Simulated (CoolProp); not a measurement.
R141b at 307.69 K and 16.3 MPa flows at 0.18 m/s in a round tube of 25 mm bore and 15 µm roughness, fully developed (64/Re and Nu = 3.66 if laminar; Colebrook and Gnielinski if turbulent). Each further row changes one setting.

Model: reference Helmholtz-energy equation of state, Lemmon 2006, in CoolProp. It is a short technical equation, of lower accuracy than the large ones.

```json
[
 {"case": "as stated", "Reynolds number": "___", "Darcy friction factor": "___", "pressure drop (Pa/m)": "24.2", "heat-transfer coefficient (W/(m² K))": "___", "mass flow (kg/h)": "397"},
 {"case": "velocity 0.36 m/s", "Reynolds number": "25700", "Darcy friction factor": "0.0258", "pressure drop (Pa/m)": "83.4", "heat-transfer coefficient (W/(m² K))": "645", "mass flow (kg/h)": "794"},
 {"case": "diameter 50 mm", "Reynolds number": "25700", "Darcy friction factor": "0.0251", "pressure drop (Pa/m)": "10.1", "heat-transfer coefficient (W/(m² K))": "316", "mass flow (kg/h)": "1590"}
]
```

Question: Some entries are withheld; supply them.

Answer: 
- as stated, Reynolds number: 12900
- as stated, Darcy friction factor: 0.0299
- as stated, heat-transfer coefficient (W/(m² K)): 344

Viscosity comes from a separate model (Huber 2003), an estimate that may be off by 10 % or more. Thermal conductivity comes from a separate model (Huber 2003), an estimate that may be off by 10 % or more.
